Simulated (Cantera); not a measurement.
Cantera run:

```python
import numpy as np
import cantera as ct

gas_names = [...]  # 109 gases of nasa_gas.yaml made of C, Cl, H, Si
cond_names = """
    C(gr) C6H6(L) C7H8(L) C8H18(L),n-octa Si(cr) Si(L) SiC(b)
""".split()


# ... load() reads the species with a 1 bar reference pressure and builds the phases ...
atoms = {
    '(CH3)2SiCl2': {'C': 2, 'H': 6, 'Si': 1, 'CL': 2},
    'C2H4': {'C': 2, 'H': 4},
    'H2': {'H': 2},
}
top_T = {'C(gr)': 4500, 'SiC(b)': 3050}  # K; cautious upper limits of use, not melting points


# ... equilibrate(T, P, feed) seeds the gas with the atoms and calls Mixture.equilibrate('TP', solver="vcs", rtol=1e-11, max_steps=5000) ...
results = []
feed = {'(CH3)2SiCl2': 1, 'C2H4': 0.5, 'H2': 1.2}  # mol
P = 133.322  # Pa
for T in [1975, 2025, 2075, 2125, 2175, 2225, 2275, 2325]:
    mix = equilibrate(T, P, feed)
    results.append((T, P, feed, dict(zip(mix.species_names, mix.species_moles))))

top = {s: max(r[3][s] / sum(r[3][g] for g in gas_names) for r in results) for s in gas_names}
cols = sorted((s for s in top if top[s] > 0.001), key=lambda s: -top[s])[:8]
seen = [c for c in cond_names if any(r[3].get(c, 0) > 1e-12 for r in results)]
print("log10 of partial pressures in bar; condensed amounts in mol")
print(f"{'T/K':>10s}" + "".join(f"{s[:9]:>10s}" for s in cols + seen))
for T, P, feed, n in results:
    ng = sum(n[g] for g in gas_names)
    print(f"{T:10.4g}" + "".join(f"{np.log10(max(n[s] / ng * P / 1e5, 1e-99)):10.3f}" for s in cols)
          + "".join(f"{n.get(c, 0):10.4g}" for c in seen))
```

It prints:

```
log10 of partial pressures in bar; condensed amounts in mol
       T/K        H2       HCL         H        Si        CL     SiCL2      SiC2      SiCL     C(gr)    SiC(b)
      1975    -3.051    -3.432    -4.390    -5.792    -4.897    -4.723    -7.226    -6.173     2.096    0.8981
      2025    -3.058    -3.447    -4.245    -5.456    -4.763    -4.691    -6.789    -5.953     2.113    0.8776
      2075    -3.067    -3.465    -4.108    -5.137    -4.638    -4.666    -6.374    -5.746     2.139     0.845
      2125    -3.081    -3.488    -3.980    -4.833    -4.522    -4.649    -5.978    -5.554     2.184    0.7884
      2175    -3.101    -3.519    -3.862    -4.543    -4.417    -4.644    -5.602    -5.376     2.264    0.6841
      2225    -3.131    -3.562    -3.754    -4.266    -4.324    -4.654    -5.242    -5.213     2.412    0.4842
      2275    -3.177    -3.622    -3.659    -4.001    -4.246    -4.687    -4.899    -5.069     2.695    0.0852
      2325    -3.217    -3.652    -3.567    -3.949    -4.145    -4.866    -4.772    -5.105     2.719         0
```

These are equilibrium values from Cantera (NASA tables, ideal gas, pure condensed phases), not measurements of a reactor. The feed counts by its element totals alone. The tables' values for SiCl, SiCl3 are old estimates; treat these amounts as uncertain. Gases not in the tables: Si2H6 and higher silanes.
